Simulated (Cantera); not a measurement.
Feed: 1 mol Si₃N₄, 7.7 mol HCl, 0.66 mol N₂, held at 1225 K and 0.0100 bar.

Equilibrium computed with Cantera from the NASA thermochemical tables; the gas is ideal and each condensed phase is pure. The tables' values for SiCl₃ are old estimates; treat these amounts as uncertain. Equilibrium is a limit: real reactors are often held back by kinetics, nucleation or transport.

```tsv
species	before	after
H₂	0.233	0.261
SiCl₂	0.00278	0.258
N₂	0.162	0.249
HCl	0.486	0.185
SiCl₄	0.109	9.20e-6
Si	<1e-9	0.0121
H	1.50e-6	0.0157
SiCl	<1e-9	0.00826
SiH	<1e-9	0.000336
Si₂	<1e-9	0.000145
Si₂N	<1e-9	0.000140
SiN	<1e-9	0.000126
SiH₂	<1e-9	4.36e-5
Si₃N₄(s), mol	0.677	0
```
Gas species are given as mole fractions.

### Question
Which change was made?
A. temperature from 1225 K to 2025 K
B. temperature from 1225 K to 2098.15 K
C. pressure from 0.0100 bar to 0.0410 bar
D. temperature from 1225 K to 1650 K

### Answer
B, temperature from 1225 K to 2098.15 K. The tables' values for SiCl, SiCl₃, SiN are old estimates; treat these amounts as uncertain. Gases not in the tables: Si₂H₆ and higher silanes
